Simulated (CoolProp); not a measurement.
Properties of octamethyltrisiloxane (MDM) along the isotherm 575 K.

Values from CoolProp's reference Helmholtz-energy equation of state, Thol 2017.

```
p (MPa)          phase  density (kg/m³)  Joule-Thomson coefficient (K/MPa)  isothermal compressibility (1/MPa)  expansivity (1/kK)
-------  -------------  ---------------  ---------------------------------  ----------------------------------  ------------------
1.2                gas            92.11                              17.92                               1.535               8.714
2.4      supercritical            427.5                              3.104                              0.1489               8.032
3.59     supercritical            475.2                              1.230                             0.05757               4.299
4.79     supercritical            501.7                             0.6893                             0.03601               3.214
5.99     supercritical            520.5                             0.4225                             0.02634               2.664
7.19     supercritical            535.3                             0.2605                             0.02082               2.320
8.39     supercritical            547.5                             0.1506                             0.01723               2.081
9.58     supercritical            558.0                            0.07129                             0.01473               1.903
10.8     supercritical            567.4                           0.009305                             0.01283               1.761
12       supercritical            575.7                           -0.03874                             0.01139               1.648
13.2     supercritical            583.2                           -0.07770                             0.01025               1.554
14.4     supercritical            590.1                            -0.1099                            0.009314               1.475
```
